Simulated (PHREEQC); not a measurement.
Dissolve 0.0079 mol H3PO4 and 0.022 mol Na2SO4 per kg of water at 25 °C. Closed to the air; pH follows from the charge balance.

The numbers come from PHREEQC with the ion-association model, phreeqc.dat.

This is a speciation only: nothing precipitates in the calculation.

Order these S species by the share of S that they hold, largest first: HSO4-, NaSO4-, SO4-2.

SO4-2 (81 %), HSO4- (12 %), NaSO4- (7.4 %)

The pH is 2.55 and the ionic strength 0.0635 mol/kgw. Species that the database lacks are ignored.
